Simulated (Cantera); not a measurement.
Feed: 1 mol Mg(OH)₂, 6.2 mol H₂O, 0.83 mol H₂, at 1848.15 K and 77.0 mbar.

These are equilibrium values from Cantera (NASA tables, ideal gas, pure condensed phases), not measurements of a reactor. Candidate condensed phases: H₂O, Mg, MgO, Mg(OH)₂; 15 gas species. Equilibrium is a limit: real reactors are often held back by kinetics, nucleation or transport.

Base state: H₂O 0.896, H₂ 0.103, H 0.000615, OH 0.000392 (mole fractions); condensed: MgO(s).

What changes in the equilibrium state with this change: H₂ from 0.83 to 3.7 mol?


```tsv
species	before	after
H₂O	0.896	0.660
H₂	0.103	0.339
H	0.000615	0.00111
OH	0.000392	0.000160
MgO(s), mol	1.000	1.000
```
